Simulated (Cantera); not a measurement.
Input (Python, Cantera) and output of one run.

```python
import numpy as np
import cantera as ct

gas_names = """
    H HO2 H2 H2O H2O2 O OH O2 O3 Ti TiO TiO2
""".split()
cond_names = """
    H2O(s) H2O(L) Ti(a) Ti(b) Ti(L) TiO(a) TiO(b) TiO(L) TiO2(ru) TiO2(L) Ti2O3(a) Ti2O3(b) Ti2O3(L)
    Ti3O5(a) Ti3O5(b) Ti3O5(L) Ti4O7(s) Ti4O7(L)
""".split()


# ... load() reads the species with a 1 bar reference pressure and builds the phases ...
atoms = {
    'Ti': {'Ti': 1},
    'O2': {'O': 2},
    'H2': {'H': 2},
}
top_T = {}  # K; cautious upper limits of use, not melting points


# ... equilibrate(T, P, feed) seeds the gas with the atoms and calls Mixture.equilibrate('TP', solver="vcs", rtol=1e-11, max_steps=5000) ...
results = []
feed = {'Ti': 1, 'O2': 0.54, 'H2': 62}  # mol
T = 1698.15  # K
P = 1000  # Pa
mix = equilibrate(T, P, feed)
results.append((T, P, feed, dict(zip(mix.species_names, mix.species_moles))))
print(gas.report(threshold=0.0001))
for i in range(1, mix.n_phases):
    print(f"{mix.phase(i).name:16s} {mix.phase_moles(i):12.5e} mol")
```

It prints:

```
       temperature   1698.2 K
          pressure   1000 Pa
           density   0.00014273 kg/m^3
  mean mol. weight   2.0152 kg/kmol
   phase of matter   gas

                          1 kg             1 kmol
                     ---------------   ---------------
          enthalpy        2.1391e+07        4.3108e+07  J
   internal energy        1.4385e+07        2.8989e+07  J
           entropy        1.0981e+05         2.213e+05  J/K
    Gibbs function       -1.6509e+08       -3.3269e+08  J
 heat capacity c_p             16429             33109  J/K
 heat capacity c_v             12303             24794  J/K

                      mass frac. Y      mole frac. X     chem. pot. / RT
                     ---------------   ---------------   ---------------
                 H        0.00072376          0.001447           -11.789
                H2           0.99889           0.99851           -23.578
     [  +10 minor]        0.00039103        4.3251e-05

Ti(b)             0.00000e+00 mol
TiO(b)            8.45329e-01 mol
TiO2(ru)          0.00000e+00 mol
Ti2O3(b)          7.73295e-02 mol
Ti3O5(b)          0.00000e+00 mol
Ti4O7(s)          0.00000e+00 mol
```

Cantera equilibrium calculation (NASA polynomials, part measured and part estimated; ideal gas, pure solids and liquids). Mutual solubility and eutectic melting of coexisting phases are not modelled. TiO: taken at fixed stoichiometry.
